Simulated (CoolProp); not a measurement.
Properties of ammonia along the isobar 0.101 MPa.

Values from CoolProp's reference Helmholtz-energy equation of state, Gao 2020.

```
T (K)  phase  expansivity (1/kK)  Prandtl number
-----  -----  ------------------  --------------
332.9    gas               3.082           0.875
378.4    gas               2.684           0.865
423.9    gas               2.383           0.850
469.4    gas               2.146           0.836
514.9    gas               1.952           0.827
560.4    gas               1.791           0.827
605.9    gas               1.655           0.839
651.4    gas               1.539           0.866
```

Viscosity comes from a separate model (Fenghour 1995). Thermal conductivity comes from a separate model (Tufeu 1984).
